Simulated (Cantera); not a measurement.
What does this Cantera script print?

```python
import numpy as np
import cantera as ct

gas_names = """
    SiO H2 O2 SiH2 H2O Si H2O2 O3 OH
""".split()
cond_names = """

""".split()


# ... load() reads the species with a 1 bar reference pressure and builds the phases ...
species = {s.name: s for s in load("nasa_gas.yaml", gas_names) + load("nasa_condensed.yaml", cond_names)}
# Each term lists the table entries of one substance; the one whose range holds T is used.
reactions = {
    '2 SiO(g) + 2 H2(g) = O2(g) + 2 SiH2(g)':
        [(-2, ['SiO']), (-2, ['H2']), (1, ['O2']), (2, ['SiH2'])],
    'SiO(g) + H2O(g) = Si(g) + H2O2(g)':
        [(-1, ['SiO']), (-1, ['H2O']), (1, ['Si']), (1, ['H2O2'])],
    '3 SiH2(g) + 2 O3(g) = 3 Si(g) + 6 OH(g)':
        [(-3, ['SiH2']), (-2, ['O3']), (3, ['Si']), (6, ['OH'])],
}


def pick(names, T):
    return next(species[n] for n in names if species[n].thermo.min_temp <= T <= species[n].thermo.max_temp)


results = []
for label, terms in reactions.items():
    print(label)
    print("     T/K   dH/kJ  dS/(J/K)   dG/kJ   log10 K")
    for T in [1823, 1923, 2023, 2123, 2223, 2323, 2423, 2523, 2623, 2723, 2823]:
        used = [(nu, pick(names, T)) for nu, names in terms]
        dH = sum(nu * s.thermo.h(T) for nu, s in used) / 1e6
        dS = sum(nu * s.thermo.s(T) for nu, s in used) / 1e3
        dG = dH - T * dS / 1e3
        logK = -dG * 1e6 / (ct.gas_constant * T * np.log(10))
        results.append((label, T, dH, dS, dG, logK, [s.name for _, s in used]))
        print(f"{T:8g} {dH:8.1f} {dS:8.1f} {dG:8.1f} {logK:8.2f}")
```

Result:

```
2 SiO(g) + 2 H2(g) = O2(g) + 2 SiH2(g)
     T/K   dH/kJ  dS/(J/K)   dG/kJ   log10 K
    1823    706.0    -55.8    807.7   -23.14
    1923    707.2    -55.2    813.2   -22.09
    2023    708.3    -54.6    818.7   -21.14
    2123    709.4    -54.1    824.2   -20.28
    2223    710.4    -53.6    829.5   -19.49
    2323    711.4    -53.2    834.9   -18.77
    2423    712.3    -52.8    840.2   -18.11
    2523    713.2    -52.4    845.4   -17.50
    2623    714.0    -52.1    850.7   -16.94
    2723    714.8    -51.8    855.9   -16.42
    2823    715.5    -51.5    861.0   -15.93
SiO(g) + H2O(g) = Si(g) + H2O2(g)
     T/K   dH/kJ  dS/(J/K)   dG/kJ   log10 K
    1823    664.6     11.0    644.5   -18.47
    1923    665.3     11.4    643.4   -17.48
    2023    666.0     11.7    642.2   -16.58
    2123    666.7     12.1    641.0   -15.77
    2223    667.4     12.4    639.8   -15.03
    2323    668.0     12.7    638.6   -14.36
    2423    668.7     13.0    637.3   -13.74
    2523    669.4     13.3    636.0   -13.17
    2623    670.1     13.5    634.6   -12.64
    2723    670.8     13.8    633.3   -12.15
    2823    671.5     14.0    631.9   -11.69
3 SiH2(g) + 2 O3(g) = 3 Si(g) + 6 OH(g)
     T/K   dH/kJ  dS/(J/K)   dG/kJ   log10 K
    1823    538.9    495.8   -364.9    10.46
    1923    535.4    493.9   -414.4    11.26
    2023    531.6    492.0   -463.7    11.97
    2123    527.6    490.1   -512.8    12.62
    2223    523.4    488.1   -561.7    13.20
    2323    518.8    486.1   -610.4    13.73
    2423    514.0    484.1   -658.9    14.20
    2523    508.9    482.0   -707.2    14.64
    2623    503.5    479.9   -755.3    15.04
    2723    497.9    477.8   -803.2    15.41
    2823    492.0    475.7   -850.9    15.74
```

Source: NASA polynomial tables (part measured, part estimated), evaluated in Cantera. Condensed species are held in their standard states even where they would react or evaporate.
